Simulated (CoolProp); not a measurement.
Vapour-liquid equilibrium of carbon dioxide (1) + neopentane (2) at 4.95 °C; x and y are mole fractions of (1).

Values from CoolProp's multi-fluid Helmholtz-energy mixture model, Span 1996 and Lemmon 2006; pair parameters Bell 2016.

### Question
Give the bubble pressure and the first vapour's composition at x = 0.2, 0.5, 0.8. Is there an azeotrope?

### Answer
x = 0.2: 1055 kPa, y = 0.914; x = 0.5: 2179 kPa, y = 0.958; x = 0.8: 3052 kPa, y = 0.977. No azeotrope shows between x = 0.05 and 0.95.

Pair parameters are fitted to limited data, so mixtures are less certain than the pure fluids. The gap from Raoult's law changes sign with composition, which may be real or a fault of the pair parameters; it wasn't checked against measurements.
